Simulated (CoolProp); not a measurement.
Model: reference Helmholtz-energy equation of state, Zhou 2012, in CoolProp.

Q: For o-xylene, give the phase and the cp (kJ/(kg K)) at 148.15 °C and 54.1 bar; 298.15 °C and 1.36 bar.

A: 
- 148.15 °C and 54.1 bar: liquid; cp 2.17
- 298.15 °C and 1.36 bar: gas; cp 2.17
